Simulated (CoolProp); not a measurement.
Vapour-liquid equilibrium of methanol (1) + benzene (2) at 462 kPa; x and y are mole fractions of (1).

Values from CoolProp's multi-fluid Helmholtz-energy mixture model, de Reuck 1993 and Thol 2012; pair parameters Bell 2016.

```json
[
 {"x": "0.05", "bubble temperature, mixture model (°C)": "126.2", "bubble temperature, Raoult's law (°C)": "136.1", "y, mixture model": "0.248", "y, Raoult's law": "0.107"},
 {"x": "0.15", "bubble temperature, mixture model (°C)": "(withheld)", "bubble temperature, Raoult's law (°C)": "131.3", "y, mixture model": "0.454", "y, Raoult's law": "0.283"},
 {"x": "0.25", "bubble temperature, mixture model (°C)": "110.1", "bubble temperature, Raoult's law (°C)": "127.2", "y, mixture model": "0.535", "y, Raoult's law": "0.423"},
 {"x": "0.35", "bubble temperature, mixture model (°C)": "108.0", "bubble temperature, Raoult's law (°C)": "123.7", "y, mixture model": "0.578", "y, Raoult's law": "0.539"},
 {"x": "0.45", "bubble temperature, mixture model (°C)": "106.9", "bubble temperature, Raoult's law (°C)": "120.7", "y, mixture model": "0.609", "y, Raoult's law": "0.637"},
 {"x": "0.55", "bubble temperature, mixture model (°C)": "(withheld)", "bubble temperature, Raoult's law (°C)": "118.0", "y, mixture model": "0.639", "y, Raoult's law": "0.721"},
 {"x": "0.65", "bubble temperature, mixture model (°C)": "105.8", "bubble temperature, Raoult's law (°C)": "115.6", "y, mixture model": "0.677", "y, Raoult's law": "0.796"},
 {"x": "0.75", "bubble temperature, mixture model (°C)": "105.8", "bubble temperature, Raoult's law (°C)": "113.4", "y, mixture model": "(withheld)", "y, Raoult's law": "0.862"},
 {"x": "0.85", "bubble temperature, mixture model (°C)": "106.4", "bubble temperature, Raoult's law (°C)": "111.4", "y, mixture model": "0.812", "y, Raoult's law": "0.921"},
 {"x": "0.95", "bubble temperature, mixture model (°C)": "107.7", "bubble temperature, Raoult's law (°C)": "109.6", "y, mixture model": "(withheld)", "y, Raoult's law": "0.975"}
]
```

Problem. Fill in the missing entries.

Solution. 
- 0.15, bubble temperature, mixture model (°C): 114.7
- 0.55, bubble temperature, mixture model (°C): 106.2
- 0.75, y, mixture model: 0.732
- 0.95, y, mixture model: 0.927

The largest gap from Raoult's law is -17.1 K in bubble temperature, at x = 0.25. y crosses x between x = 0.65 and 0.75: the model has an azeotrope there.

Pair parameters are fitted to limited data, so mixtures are less certain than the pure fluids.
